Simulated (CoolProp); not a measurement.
n-perfluorohexane at several states: density (kg/m³) from the reference equation and from simpler models built on Tc = 448.0 K, pc = 17.42 bar, ω = 0.497; each cubic takes its own stable root.

Values from CoolProp's reference Helmholtz-energy equation of state, Gao 2022.

```tsv
T (K)	p (bar)	phase	reference	Redlich-Kwong	Soave-Redlich-Kwong	Peng-Robinson
298.8	0.201	gas	2.781	2.769	2.777	2.779
196.1	6.22	liquid	1963	1597	1655	1855
345.1	93.1	liquid	1591	1359	1416	1590
432.3	4.23	gas	44.44	44.11	44.28	44.75
```
